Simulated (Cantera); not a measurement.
Charge: 1 mol MgSO₄, 3.4 mol CO₂, 0.58 mol H₂O, at 727 °C.

These are equilibrium values from Cantera (NASA tables, ideal gas, pure condensed phases), not measurements of a reactor. Candidate condensed phases: C, C₆H₆, C₇H₈, C₈H₁₈, H₂O, H₂SO₄, Mg, MgCO₃, MgO, Mg(OH)₂, MgS, MgSO₄, S; 130 gas species. The numbers say what is thermodynamically allowed, not how fast it happens.

Task: Which condensed phases are stable at each of these points (P (Pa)): 10, 36, 130, 460, 1700, 6000, 22000, 77000, 280000, 1000000?

Result: 
```json
[
 {"P (Pa)": "10", "condensed phases": "MgO(s)", "Mg condensed (%)": "100.0"},
 {"P (Pa)": "36", "condensed phases": "MgO(s)", "Mg condensed (%)": "100.0"},
 {"P (Pa)": "130", "condensed phases": "MgO(s)", "Mg condensed (%)": "100.0"},
 {"P (Pa)": "460", "condensed phases": "MgO(s) + MgSO₄(s)", "Mg condensed (%)": "100.0"},
 {"P (Pa)": "1700", "condensed phases": "MgO(s) + MgSO₄(s)", "Mg condensed (%)": "100.0"},
 {"P (Pa)": "6000", "condensed phases": "MgO(s) + MgSO₄(s)", "Mg condensed (%)": "100.0"},
 {"P (Pa)": "22000", "condensed phases": "MgO(s) + MgSO₄(s)", "Mg condensed (%)": "100.0"},
 {"P (Pa)": "77000", "condensed phases": "MgO(s) + MgSO₄(s)", "Mg condensed (%)": "100.0"},
 {"P (Pa)": "280000", "condensed phases": "MgO(s) + MgSO₄(s)", "Mg condensed (%)": "100.0"},
 {"P (Pa)": "1000000", "condensed phases": "MgO(s) + MgSO₄(s)", "Mg condensed (%)": "100.0"}
]
```

From 10.0 Pa to 130 Pa the condensed part is MgO(s). From 460 Pa to 1000000 Pa the condensed part is MgO(s) + MgSO₄(s).
